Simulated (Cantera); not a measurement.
An isothermal, constant-pressure homogeneous reactor starts with NH₃ : N₂ = 1 : 0.13 (molar parts), at 2350 K and 1.01 bar.

Model: the gas-phase N/H chemistry of the illustrative SiF4/NH3 mechanism in the Surface Chemkin manual (1991), integrated in Cantera. Walls and surfaces, which speed up NH3 decomposition in real reactors, are not modelled.

One state of this run: x NH₃ = 0.151; x N₂H₂ = 3.12e-6; x H₂ = 0.582; x NH₂ = 0.00143; x N = 9.07e-6; x NH = 7.97e-5; x N₂ = 0.264. x: mole fraction; the columns are a selection and need not sum to one.

**Question.** Which value of t (s) does it belong to?
A. 0.000797
B. 0.562
C. 0.0212
D. 0.00238

**Answer.** D, 0.00238
